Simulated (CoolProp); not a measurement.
A single-stage vapour-compression cycle with R141b: evaporating at 328.15 K (dew point), condensing at 361.15 K (bubble point), superheat 2 K, subcooling 8 K, compressor efficiency 0.6, no pressure losses. Each further row changes one setting.

The numbers come from the reference Helmholtz-energy equation of state, Lemmon 2006 in CoolProp. It is a short technical equation, of lower accuracy than the large ones.

| case | cooling COP | pressure ratio | discharge temperature (K) | refrigerating effect (kJ/kg) | volumetric capacity (kJ/m³) |
|---|---|---|---|---|---|
| as stated | 5.55 | 2.41 | 374.3 | 182 | 1760 |
| evaporating temperature 333.15 K | 6.75 | 2.08 | … | 186 | 2060 |
| condensing temperature 356.15 K | 6.67 | 2.14 | … | 188 | 1820 |
| subcooling 13 K | 5.73 | 2.41 | 374.3 | 188 | 1820 |
| superheat 12 K | 5.59 | 2.41 | … | 191 | 1780 |
| compressor efficiency 0.5 | … | 2.41 | 381.2 | 182 | 1760 |

Question: Some entries are withheld; supply them.

Answer: 
- evaporating temperature 333.15 K, discharge temperature (K): 372.3
- condensing temperature 356.15 K, discharge temperature (K): 368.1
- superheat 12 K, discharge temperature (K): 384.8
- compressor efficiency 0.5, cooling COP: 4.62
